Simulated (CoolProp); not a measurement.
Vapour pressure (bar) of carbon monoxide: the reference equation beside estimates from Tc = 132.9 K, pc = 34.98 bar, ω = 0.050. Clausius-Clapeyron is anchored at 89.6 K with a constant enthalpy of vaporisation of 5.682 kJ/mol.

The numbers come from the reference Helmholtz-energy equation of state, Lemmon 2006 in CoolProp. It is a short technical equation, of lower accuracy than the large ones.

| T (K) | reference | Lee-Kesler | Clausius-Clapeyron | van der Waals | Redlich-Kwong | Soave-Redlich-Kwong | Peng-Robinson |
|---|---|---|---|---|---|---|---|
| 86.9 | 1.773 | 1.774 | 1.814 | 4.915 | 1.678 | 1.769 | 1.790 |
| 89.6 | 2.298 | 2.301 | 2.298 | 5.783 | 2.215 | 2.296 | 2.314 |
| 92.3 | 2.932 | 2.936 | 2.873 | 6.746 | 2.868 | 2.934 | 2.946 |
| 95 | 3.686 | 3.691 | 3.546 | 7.809 | 3.651 | 3.694 | 3.698 |
| 97.7 | 4.573 | 4.579 | 4.326 | 8.975 | 4.575 | 4.591 | 4.584 |
| 100.4 | 5.607 | 5.612 | 5.221 | 10.25 | 5.654 | 5.637 | 5.616 |
| 103.1 | 6.799 | 6.803 | 6.240 | 11.63 | 6.900 | 6.846 | 6.810 |
| 105.8 | 8.165 | 8.165 | 7.390 | 13.13 | 8.326 | 8.233 | 8.179 |
| 108.5 | 9.718 | 9.712 | 8.678 | 14.74 | 9.943 | 9.810 | 9.738 |
| 111.2 | 11.47 | 11.46 | 10.11 | 16.47 | 11.76 | 11.59 | 11.50 |
| 113.9 | 13.44 | 13.42 | 11.70 | 18.33 | 13.80 | 13.59 | 13.48 |
| 116.6 | 15.64 | 15.61 | 13.44 | 20.31 | 16.06 | 15.83 | 15.70 |
| 119.3 | 18.09 | 18.05 | 15.35 | 22.41 | 18.55 | 18.31 | 18.17 |

Absolute difference from the reference over all 13 rows, mean and median: Lee-Kesler 0.1 and 0.1 %, Clausius-Clapeyron 7.9 and 8.2 %, van der Waals 82.1 and 71.1 %, Redlich-Kwong 2.2 and 2.3 %, Soave-Redlich-Kwong 0.7 and 0.7 %, Peng-Robinson 0.4 and 0.3 %.
